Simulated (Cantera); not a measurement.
Charge: 1 mol SiF4, 2.5 mol NH3, a varied amount of N2, equilibrated at 0.0100 bar.

These are equilibrium values from Cantera (NASA tables, ideal gas, pure condensed phases), not measurements of a reactor. Candidate condensed phases: Si, Si3N4; 37 gas species. The tables' values for SiF2, SiF3 are old estimates. The numbers say what is thermodynamically allowed, not how fast it happens.

**Question.** What condenses at these points (T in K, n(N2) in mol): (1073, 12); (748, 8.5); (898, 10); (998, 10); (748, 4.9)?

**Answer.** 
```
T (K)  n(N2) in mol  condensed phases  Si condensed (%)
-----  ------------  ----------------  ----------------
1073             12             Si3N4               0.3
748             8.5          gas only               0.0
898              10             Si3N4               0.1
998              10             Si3N4               0.1
748             4.9          gas only               0.0
```
